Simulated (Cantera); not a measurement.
An isothermal plug-flow reactor at 675 K and 2.76 atm (inlet), inlet velocity 0.19 m/s, active area per volume 2900 1/m; feed CO : O2 : N2 : H2O = 0.013 : 0.057 : 0.79 : 0.03 (molar parts), equivalence ratio 0.11.

Detailed kinetics in Cantera: Deutschmann's 1995 Pt surface mechanism with GRI-Mech 3.0 gas chemistry. Catalytic surfaces can have several steady states; this one follows from the mechanism file's or the stated starting coverage. Mass transfer to the wall is taken as infinitely fast.

x: gas mole fraction; θ: surface coverage.

```csv
z (m),x CO,x O2,x H2O,x CO2,θ free Pt,θ O*,θ OH*,θ CO*
0.00073,0.00978,0.0618,0.0338,0.00486,0.0230,0.0149,___,0.961
0.0012,0.00317,0.0587,0.0339,0.0115,0.0110,0.979,___,0.00291
0.002,0.00251,0.0583,0.0339,0.0122,0.00667,0.987,___,0.000833
0.0034,0.00199,0.0581,0.0339,0.0127,0.00548,0.989,0.00529,0.000447
0.0057,0.00151,0.0579,0.0339,0.0132,0.00481,0.990,0.00496,0.000261
0.0094,0.00106,0.0577,0.0339,0.0136,0.00436,0.991,0.00472,0.000150
0.016,0.000626,0.0575,0.0339,0.0141,0.00403,0.991,0.00454,7.56e-5
0.026,0.000309,0.0573,0.0340,0.0144,0.00383,0.992,0.00443,3.37e-5
0.044,9.54e-5,0.0572,0.0340,0.0146,0.00371,0.992,0.00436,9.79e-6
0.073,1.55e-5,0.0572,0.0340,0.0147,0.00367,0.992,0.00434,1.55e-6
```

**Question.** Some entries are withheld; supply them.

**Answer.** 
- 0.00073, θ OH*: 0.00133
- 0.0012, θ OH*: 0.00747
- 0.002, θ OH*: 0.00583
